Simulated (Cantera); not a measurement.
An isothermal, constant-pressure homogeneous reactor starts with 12.2 % C₂H₄, 87.8 % H₂, at 1275 K and 10.00 Torr.

Computed with Cantera and GRI-Mech 3.0 (53 species, 325 reactions). GRI-Mech 3.0 was tuned for natural gas; its chemistry of ethylene as a main component is partial and can be far from experiment. GRI-Mech 3.0 stops at C3 and has no aromatics, soot or wall deposition, so with more carbon than oxygen in the feed, carbon stays in small species such as C2H2 where larger ones or solid carbon would form. Radical loss at walls, strong at low pressure, is not modelled.

### Question
Predict: x(C₂H₄) at 30.0 s; x(H₂) at 30.0 s; x(C₂H₂) at 30.0 s; x(C₂H₆) at 30.0 s; x(H) at 30.0 s.

### Answer
```json
{
 "x(C₂H₄) at 30.0 s": "0.00526 (gas-phase equilibrium 0.00399)",
 "x(H₂) at 30.0 s": "0.890 (gas-phase equilibrium 0.863)",
 "x(C₂H₂) at 30.0 s": "0.103 (gas-phase equilibrium 0.0869)",
 "x(C₂H₆) at 30.0 s": "3.11e-6 (gas-phase equilibrium 2.99e-6)",
 "x(H) at 30.0 s": "9.11e-6 (gas-phase equilibrium 5.97e-6)"
}
```
